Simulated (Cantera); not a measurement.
Input: 1 mol borazine, 0.14 mol O₂, 14 mol H₂, 1.3 mol H₂O, equilibrated at 0.190 bar.

These are equilibrium values from Cantera (NASA tables, ideal gas, pure condensed phases), not measurements of a reactor. Candidate condensed phases: B, BN, B₂O₃, B₃O₃H₃, H₂O; 39 gas species. The feed counts by its element totals alone. Mutual solubility and eutectic melting of coexisting phases are not modelled. Gases not in the tables: H₃BO₃, B₂H₆ and higher boranes. Kinetics and transport are ignored.

**Question.** Which condensed phases are stable at each of these points (T (°C)): 1425, 1475, 1525, 1575, 1625, 1675, 1725, 1775, 1825, 1875, 1925, 1975?

**Answer.** 
```json
[
 {"T (°C)": "1425", "condensed phases": "BN(s) + B₂O₃(l)", "B condensed (%)": "81.0"},
 {"T (°C)": "1475", "condensed phases": "BN(s) + B₂O₃(l)", "B condensed (%)": "65.6"},
 {"T (°C)": "1525", "condensed phases": "BN(s)", "B condensed (%)": "60.3"},
 {"T (°C)": "1575", "condensed phases": "BN(s)", "B condensed (%)": "57.7"},
 {"T (°C)": "1625", "condensed phases": "BN(s)", "B condensed (%)": "55.1"},
 {"T (°C)": "1675", "condensed phases": "BN(s)", "B condensed (%)": "52.7"},
 {"T (°C)": "1725", "condensed phases": "BN(s)", "B condensed (%)": "50.9"},
 {"T (°C)": "1775", "condensed phases": "BN(s)", "B condensed (%)": "49.5"},
 {"T (°C)": "1825", "condensed phases": "BN(s)", "B condensed (%)": "48.5"},
 {"T (°C)": "1875", "condensed phases": "BN(s)", "B condensed (%)": "47.9"},
 {"T (°C)": "1925", "condensed phases": "BN(s)", "B condensed (%)": "47.3"},
 {"T (°C)": "1975", "condensed phases": "BN(s)", "B condensed (%)": "46.8"}
]
```

From 1425 °C to 1475 °C the condensed part is BN(s) + B₂O₃(l). From 1525 °C to 1975 °C the condensed part is BN(s). The share of B in condensed phases is highest at 1425 °C (81.0 %) and lowest at 1975 °C (46.8 %).
